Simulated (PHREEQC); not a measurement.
A solution holds 0.0035 mol/kgw H3PO4, 0.0025 mol/kgw KOH and 0.18 mol/kgw KCl, at 25 °C. Closed to the air; pH follows from the charge balance.

Computed with PHREEQC (ion-association model, phreeqc.dat).

```
Property                     Result
--------------------  -------------
pH                             3.20
ionic strength        0.183 mol/kgw
activity of water             0.994
specific conductance    21900 µS/cm
density                 1.006 g/cm³
total alkalinity       -1.00 meq/kg
```

| species | molality | activity | log γ |
|---|---|---|---|
| K+ | 0.182 | 0.131 | -0.144 |
| Cl- | 0.180 | 0.130 | -0.141 |
| H2PO4- | 0.00328 | 0.00247 | -0.124 |
| H+ | 0.000783 | 0.000627 | -0.096 |
| H3PO4 | 0.000218 | 0.000228 | 0.018 |
| HPO4-2 | 7.95e-7 | 2.44e-7 | -0.513 |
| KHPO4- | 8.31e-8 | 6.24e-8 | -0.124 |

This is a speciation only: nothing precipitates in the calculation.
